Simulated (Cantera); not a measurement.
An isothermal, constant-pressure homogeneous reactor starts with 1.73 % H₂, 26.6 % O₂, 71.7 % N₂, equivalence ratio 0.033, at 1075 K and 0.0190 bar.

Computed with Cantera and GRI-Mech 3.0 (53 species, 325 reactions). Radical loss at walls, strong at low pressure, is not modelled.

x: mole fraction; the columns are a selection and need not sum to one.

| t (s) | x H₂ | x O₂ | x NO₂ | x O | x H₂O₂ | x NO | x N₂O |
|---|---|---|---|---|---|---|---|
| 6.00e-5 | 0.0173 | 0.266 | <1e-12 | 3.29e-12 | <1e-12 | <1e-12 | <1e-12 |
| 0.000266 | 0.0173 | 0.266 | <1e-12 | 5.12e-11 | <1e-12 | <1e-12 | <1e-12 |
| 0.00118 | 0.0173 | 0.266 | <1e-12 | 1.08e-9 | <1e-12 | <1e-12 | <1e-12 |
| 0.00524 | 0.0173 | 0.266 | <1e-12 | 3.20e-6 | 2.09e-11 | <1e-12 | <1e-12 |
| 0.0233 | 0.000310 | 0.255 | 4.31e-12 | 0.00694 | 3.73e-8 | 9.82e-8 | 4.68e-9 |
| 0.103 | [?] | 0.258 | 2.73e-11 | [?] | 3.83e-8 | 1.97e-7 | [?] |
| 0.458 | 5.13e-6 | 0.259 | 1.82e-10 | 0.000121 | 2.32e-8 | 2.02e-7 | 1.53e-8 |
| 2.03 | 3.18e-7 | 0.259 | 4.67e-10 | 7.95e-6 | 5.86e-9 | 2.02e-7 | 1.66e-8 |
| 9.01 | [?] | 0.259 | 4.62e-10 | [?] | [?] | 2.02e-7 | 1.71e-8 |
| 40.0 | 4.78e-9 | 0.259 | 3.24e-10 | 1.31e-7 | 1.97e-10 | 2.03e-7 | 1.71e-8 |

Question: Complete the blanks.

Answer: 
- 0.103, x H₂: 7.30e-5
- 0.103, x O: 0.00166
- 0.103, x N₂O: 1.14e-8
- 9.01, x H₂: 3.19e-8
- 9.01, x O: 8.43e-7
- 9.01, x H₂O₂: 1.05e-9
